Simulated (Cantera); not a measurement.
Feed: 1 mol Pb, 0.99 mol O₂, a varied amount of N₂, at 1100 °C and 10.0 mbar.

Method: chemical equilibrium by Gibbs-energy minimisation in Cantera with the NASA 1993 tables (ideal gas, pure condensed phases). Candidate condensed phases: Pb, PbO, PbO₂, Pb₃O₄; 12 gas species. Gases not in the tables: (PbO)n polymers. Rates play no part.

**Question.** Which condensed phases are stable at each of these points (n(N₂) (mol)): 0.11, 0.21, 0.39, 0.71, 1.3, 2.4, 4.5, 8.3?

**Answer.** 
```csv
n(N₂) (mol),condensed phases,Pb condensed (%)
0.11,PbO(l),89.2
0.21,PbO(l),87.3
0.39,PbO(l),84.0
0.71,PbO(l),78.1
1.3,PbO(l),67.0
2.4,PbO(l),46.0
4.5,PbO(l),5.1
8.3,gas only,0.0
```

From 0.11 mol N₂ to 4.5 mol N₂ the condensed part is PbO(l). At 8.3 mol N₂ nothing is condensed. The share of Pb in condensed phases is highest at 0.11 mol N₂ (89.2 %) and lowest at 8.3 mol N₂ (0.0 %).
